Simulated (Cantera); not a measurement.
Feed: 1 mol N₂O, 9.7 mol H₂, equilibrated at 2952 °C and 1.00 Torr.

Method: chemical equilibrium by Gibbs-energy minimisation in Cantera with the NASA 1993 tables (ideal gas, pure condensed phases). Equilibrium is a limit: real reactors are often held back by kinetics, nucleation or transport.

| species | before | after |
|---|---|---|
| H₂ | 0.0118 | 0.813 |
| H₂O | 3.43e-5 | 0.0935 |
| N₂ | 0.0471 | 0.0934 |
| H | 0.894 | <1e-9 |
| O | 0.0459 | <1e-9 |
| OH | 0.00101 | <1e-9 |
| N | 0.000319 | <1e-9 |
| NO | 0.000237 | <1e-9 |
| O₂ | 5.22e-5 | <1e-9 |
| NH₃ | <1e-9 | 3.15e-5 |
Gas species are given as mole fractions.

**Question.** Which change was made?
A. temperature from 2952 °C to 1802 °C
B. temperature from 2952 °C to 2077 °C
C. temperature from 2952 °C to 277 °C
D. H₂ from 9.7 to 0.79 mol

**Answer.** C, temperature from 2952 °C to 277 °C
